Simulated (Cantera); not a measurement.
A closed system holds: 1 mol CH3SiCl3, 0.11 mol C2H2, 250 mol H2, 0.0081 mol C2H4, equilibrated at 1975 K.

Points: P (Pa) = 100, 240, 560, 1300, 3200, 7500, 18000, 42000, 100000.

Cantera's Mixture.equilibrate('TP', solver="vcs", rtol=1e-11, max_steps=5000) on the NASA tables stopped like this:

```
ERROR: FAILURE its = 5001!

*******************************************************************************
CanteraError thrown by MultiPhase::equilibrate:
VCS solver failed. Return code: -1
*******************************************************************************
```

Q: What got this run through?

A: One answer among several that fit: The failure is numerical, not chemical. The same input converged with solver="gibbs", rtol=1e-10, max_steps=50000, and the result passed a check of the equilibrium conditions:
```
log10 of partial pressures in bar; condensed amounts in mol
      P/Pa        H2         H       HCL        Si C2H2,acet     C(gr)    SiC(b)
       100    -3.025    -4.376    -4.952    -5.792    -6.213     0.351    0.5258
       240    -2.638    -4.183    -4.563    -5.792    -5.825    0.1008    0.7975
       560    -2.265    -3.996    -4.190    -5.791    -5.456         0    0.9081
      1300    -1.897    -3.812    -3.820    -5.760    -5.149         0    0.9529
      3200    -1.504    -3.616    -3.427    -5.741    -4.793         0    0.9754
      7500    -1.133    -3.430    -3.055    -5.729    -4.446         0    0.9849
   1.8e+04    -0.752    -3.240    -2.674    -5.716    -4.091         0    0.9892
   4.2e+04    -0.383    -3.055    -2.306    -5.693    -3.769         0    0.9908
     1e+05    -0.006    -2.867    -1.929    -5.642    -3.493         0    0.9908
```

The gas is ideal and each condensed phase is pure. The feed counts by its element totals alone. The tables' values for SiCl are old estimates; treat these amounts as uncertain.
